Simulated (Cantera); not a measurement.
Feed: 1 mol Fe3O4, 250 mol H2, 4.3 mol H2O, held at 0.133 bar.

Cantera equilibrium calculation (NASA polynomials, part measured and part estimated; ideal gas, pure solids and liquids). Candidate condensed phases: Fe, FeO, Fe(OH)2, Fe(OH)3, Fe2O3, Fe3O4, H2O; 12 gas species. The numbers say what is thermodynamically allowed, not how fast it happens.

x: gas mole fraction; n: condensed amount in mol.

```
T (K)   x H2   x H2O       x H      x Fe  x Fe(OH)2      x OH  n Fe(α)  n Fe(γ)
-----  -----  ------  --------  --------  ---------  --------  -------  -------
775    0.967  0.0326  2.67e-12    <1e-12     <1e-12    <1e-12     3.00        0
825    0.967  0.0326  2.14e-11    <1e-12   1.16e-12    <1e-12     3.00        0
875    0.967  0.0326  1.35e-10    <1e-12   4.40e-12    <1e-12     3.00        0
925    0.967  0.0326  7.01e-10    <1e-12   1.45e-11    <1e-12     3.00        0
975    0.967  0.0326   3.08e-9    <1e-12   4.23e-11    <1e-12     3.00        0
1025   0.967  0.0326   1.17e-8    <1e-12   1.11e-10  1.06e-12     3.00        0
1075   0.967  0.0326   3.95e-8  3.38e-12   2.64e-10         ?     3.00        0
1125   0.967  0.0326   1.20e-7  2.52e-11   5.82e-10         ?     3.00        0
1175   0.967  0.0326   3.30e-7  1.58e-10    1.20e-9         ?     3.00        0
1225   0.967  0.0326   8.39e-7  8.46e-10    2.32e-9         ?        0     3.00
1275   0.967  0.0326   1.99e-6   3.96e-9    4.27e-9         ?        0     3.00
1325   0.967  0.0326   4.41e-6   1.65e-8    7.53e-9         ?        0     3.00
1375   0.967  0.0326   9.23e-6   6.16e-8    1.27e-8         ?        0     3.00
1425   0.967  0.0326   1.84e-5   2.10e-7    2.08e-8         ?        0     3.00
```

Task: Fill in the missing entries.

Result: 
- 1075, x OH: 5.05e-12
- 1125, x OH: 2.10e-11
- 1175, x OH: 7.76e-11
- 1225, x OH: 2.58e-10
- 1275, x OH: 7.79e-10
- 1325, x OH: 2.17e-9
- 1375, x OH: 5.60e-9
- 1425, x OH: 1.36e-8
